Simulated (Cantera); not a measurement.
Input (Python, Cantera) and output of one run.

```python
import numpy as np
import cantera as ct

gas_names = [...]  # 109 gases of nasa_gas.yaml made of C, Cl, H, Si
cond_names = """
    C(gr) C6H6(L) C7H8(L) C8H18(L),n-octa Si(cr) Si(L) SiC(b)
""".split()


# ... load() reads the species with a 1 bar reference pressure and builds the phases ...
atoms = {
    '(CH3)2SiCl2': {'C': 2, 'H': 6, 'Si': 1, 'CL': 2},
    'C2H4': {'C': 2, 'H': 4},
    'H2': {'H': 2},
}
top_T = {'C(gr)': 4500, 'SiC(b)': 3050}  # K; cautious upper limits of use, not melting points


# ... equilibrate(T, P, feed) seeds the gas with the atoms and calls Mixture.equilibrate('TP', solver="vcs", rtol=1e-11, max_steps=5000) ...
results = []
feed = {'(CH3)2SiCl2': 1, 'C2H4': 0.038, 'H2': 31}  # mol
P = 68000  # Pa
for T in [1300, 1400, 1500, 1600, 1700, 1800, 1900, 2000, 2100]:
    mix = equilibrate(T, P, feed)
    results.append((T, P, feed, dict(zip(mix.species_names, mix.species_moles))))
    x = sorted(zip(gas.X, gas.species_names), reverse=True)
    print(f"T = {T:g} K  P = {P:g} Pa  gas = {mix.phase_moles(0):.4g} mol")
    print("   x: " + "  ".join(f"{s} {v:.3e}" for v, s in x if v > 0.0001))
    print("   condensed (mol): " + ("  ".join(f"{mix.phase(i).name} {mix.phase_moles(i):.4g}"
          for i in range(1, mix.n_phases) if mix.phase_moles(i) > 1e-12) or "none"))
```

Output:

```
T = 1300 K  P = 68000 Pa  gas = 34.91 mol
   x: H2 9.383e-01  HCL 5.689e-02  CH4 4.708e-03
   condensed (mol): C(gr) 0.916  SiC(b) 0.9956
T = 1400 K  P = 68000 Pa  gas = 34.98 mol
   x: H2 9.404e-01  HCL 5.694e-02  CH4 2.597e-03
   condensed (mol): C(gr) 0.988  SiC(b) 0.9969
T = 1500 K  P = 68000 Pa  gas = 35.02 mol
   x: H2 9.414e-01  HCL 5.688e-02  CH4 1.549e-03
   condensed (mol): C(gr) 1.025  SiC(b) 0.9964
T = 1600 K  P = 68000 Pa  gas = 35.04 mol
   x: H2 9.420e-01  HCL 5.678e-02  CH4 9.851e-04  SiCL2 1.240e-04
   condensed (mol): C(gr) 1.044  SiC(b) 0.9952
T = 1700 K  P = 68000 Pa  gas = 35.06 mol
   x: H2 9.422e-01  HCL 5.665e-02  CH4 6.613e-04  SiCL2 1.810e-04  H 1.734e-04
   condensed (mol): C(gr) 1.054  SiC(b) 0.9933
T = 1800 K  P = 68000 Pa  gas = 35.07 mol
   x: H2 9.422e-01  HCL 5.649e-02  CH4 4.645e-04  H 4.215e-04  SiCL2 2.522e-04  C2H2,acetylene 1.652e-04
   condensed (mol): C(gr) 1.057  SiC(b) 0.9908
T = 1900 K  P = 68000 Pa  gas = 35.08 mol
   x: H2 9.417e-01  HCL 5.627e-02  H 9.339e-04  C2H2,acetylene 3.596e-04  CH4 3.389e-04  SiCL2 3.379e-04
   condensed (mol): C(gr) 1.051  SiC(b) 0.9877
T = 2000 K  P = 68000 Pa  gas = 35.1 mol
   x: H2 9.406e-01  HCL 5.599e-02  H 1.913e-03  C2H2,acetylene 7.225e-04  SiCL2 4.377e-04  CH4 2.553e-04
   condensed (mol): C(gr) 1.032  SiC(b) 0.9839
T = 2100 K  P = 68000 Pa  gas = 35.14 mol
   x: H2 9.384e-01  HCL 5.563e-02  H 3.660e-03  C2H2,acetylene 1.356e-03  SiCL2 5.503e-04  CH4 1.975e-04  CL 1.597e-04
   condensed (mol): C(gr) 0.9941  SiC(b) 0.9787
```

Equilibrium computed with Cantera from the NASA thermochemical tables; the gas is ideal and each condensed phase is pure. The feed counts by its element totals alone. The tables' values for SiCl3, SiCl are old estimates; treat these amounts as uncertain. Gases not in the tables: Si2H6 and higher silanes.
